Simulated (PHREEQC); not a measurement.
A solution holds 1.4 mol/kgw CaCl2 and 0.0132 mol/kgw Na2B4O7, at 25 °C. Closed to the air; pH follows from the charge balance.

All values are PHREEQC results (Pitzer model, pitzer.dat), not measurements.

Precipitation was switched off in this run.

Task: Order these B species by the share of B that they hold, largest first: B4O5(OH)4-2, B(OH)3, B3O3(OH)4-, B(OH)4-, CaB(OH)4+.

Result: B(OH)3 (49 %), CaB(OH)4+ (39 %), B(OH)4- (10 %), B3O3(OH)4- (1.4 %), B4O5(OH)4-2 (0.72 %)

The pH is 7.40 and the ionic strength 4.19 mol/kgw. Complexes and solids missing from the database can't appear. In brines, pH and single-ion activities rest on the MacInnes convention.
